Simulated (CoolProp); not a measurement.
A closed Brayton cycle with carbon dioxide: compressor inlet 317.15 K and 9.2 MPa, high pressure 31.7 MPa, turbine inlet 695 K, compressor efficiency 0.8, turbine efficiency 0.85, recuperator effectiveness 0.9 (on enthalpy, no pinch check). Each further row changes one setting.

Computed with CoolProp (reference Helmholtz-energy equation of state, Span 1996).

```json
[
 {"case": "as stated", "thermal efficiency (%)": "27.2", "net work (kJ/kg)": "68.5", "compressor to turbine work": "0.44", "compressor exit (K)": "393.2", "turbine exit (K)": "567.2"},
 {"case": "turbine inlet 645 K", "thermal efficiency (%)": "[?]", "net work (kJ/kg)": "[?]", "compressor to turbine work": "0.48", "compressor exit (K)": "393.2", "turbine exit (K)": "521.6"},
 {"case": "compressor inlet 327.15 K", "thermal efficiency (%)": "[?]", "net work (kJ/kg)": "53.3", "compressor to turbine work": "0.56", "compressor exit (K)": "427.4", "turbine exit (K)": "567.2"},
 {"case": "high pressure 26.9 MPa", "thermal efficiency (%)": "27.0", "net work (kJ/kg)": "63.9", "compressor to turbine work": "0.41", "compressor exit (K)": "382.5", "turbine exit (K)": "583.8"},
 {"case": "recuperator effectiveness 0.5", "thermal efficiency (%)": "20.5", "net work (kJ/kg)": "68.5", "compressor to turbine work": "0.44", "compressor exit (K)": "393.2", "turbine exit (K)": "567.2"}
]
```

Q: Complete the blanks.

A: 
- turbine inlet 645 K, thermal efficiency (%): 24.2
- turbine inlet 645 K, net work (kJ/kg): 56.9
- compressor inlet 327.15 K, thermal efficiency (%): 23.4
